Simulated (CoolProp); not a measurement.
The fluid at 509.35 K and 0.342 MPa is compressed adiabatically to 0.875 MPa with isentropic efficiency 0.6. The same conditions are run with several fluids, on thermodynamics alone (safety and materials aside).

Values from CoolProp's reference Helmholtz-energy equation of state of each fluid (dry air: Lemmon 2000; p-xylene: Zhou 2012; methanol: de Reuck 1993; n-hexane: Thol 2019). Blends and air are pseudo-pure fits.

```json
[
 {"fluid": "dry air", "work (kJ/kg)": "262", "final temperature (K)": "756.3", "final density (kg/m³)": "4.02"},
 {"fluid": "p-xylene", "work (kJ/kg)": "56.5", "final temperature (K)": "544.5", "final density (kg/m³)": "24.4"},
 {"fluid": "methanol", "work (kJ/kg)": "217", "final temperature (K)": "616.8", "final density (kg/m³)": "5.57"},
 {"fluid": "n-hexane", "work (kJ/kg)": "73.6", "final temperature (K)": "540.7", "final density (kg/m³)": "18.3"}
]
```
